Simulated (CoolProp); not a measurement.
Vapour-liquid equilibrium of diethyl ether (1) + benzene (2) at 315.9 K; x and y are mole fractions of (1).

Model: multi-fluid Helmholtz-energy mixture model, Thol 2014 and Thol 2012; pair parameters Bell 2016, in CoolProp.

| x | bubble pressure, mixture model (MPa) | bubble pressure, Raoult's law (MPa) | y, mixture model | y, Raoult's law |
|---|---|---|---|---|
| 0.05 | 0.03256 | 0.03265 | 0.202 | 0.207 |
| 0.15 | 0.04306 | 0.04340 | (withheld) | 0.466 |
| 0.25 | (withheld) | 0.05416 | 0.611 | 0.622 |
| 0.35 | (withheld) | 0.06492 | 0.716 | 0.727 |
| 0.45 | (withheld) | 0.07567 | (withheld) | 0.802 |
| 0.55 | 0.08530 | 0.08643 | 0.850 | 0.858 |
| 0.65 | 0.09610 | 0.09719 | 0.896 | 0.902 |
| 0.75 | 0.1070 | 0.1079 | 0.933 | 0.937 |
| 0.85 | 0.1181 | 0.1187 | 0.963 | 0.966 |
| 0.95 | 0.1292 | 0.1295 | 0.989 | 0.989 |

Problem. Complete the blanks.

Solution. 
- 0.15, y, mixture model: 0.456
- 0.25, bubble pressure, mixture model (MPa): 0.05354
- 0.35, bubble pressure, mixture model (MPa): 0.06404
- 0.45, bubble pressure, mixture model (MPa): 0.07462
- 0.45, y, mixture model: 0.792

The largest gap from Raoult's law is -1.4 % in bubble pressure, at x = 0.45. No azeotrope shows between x = 0.05 and 0.95.

The pair parameters rest on a limited set of measurements; away from them the model extrapolates.
